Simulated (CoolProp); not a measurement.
Vapour-liquid equilibrium of dimethyl ether (1) + chloromethane (R40) (2) at 665 kPa; x and y are mole fractions of (1).

Computed with CoolProp (multi-fluid Helmholtz-energy mixture model, Wu 2011 and Thol 2014; pair parameters Bell 2016).

```csv
x,bubble temperature (K),y at the bubble point,dew temperature at overall composition x (K),liquid density (mol/L)
0.05,303.4,0.044,303.4,17.64
0.125,303.7,0.113,303.8,17.33
0.2,304.1,0.187,304.1,17.02
0.275,304.3,0.263,304.3,16.72
0.35,304.5,0.342,304.5,16.43
0.425,304.5,0.422,304.5,16.15
0.5,304.5,0.504,304.5,15.88
0.575,304.4,0.585,304.5,15.61
0.65,304.3,0.665,304.3,15.35
0.725,304.0,0.743,304.1,15.09
0.8,303.6,0.819,303.7,14.84
0.875,303.2,0.890,303.3,14.60
0.95,302.7,0.958,302.8,14.36
```

y crosses x between x = 0.425 and 0.5: the model has an azeotrope there.

Pair parameters are fitted to limited data, so mixtures are less certain than the pure fluids.
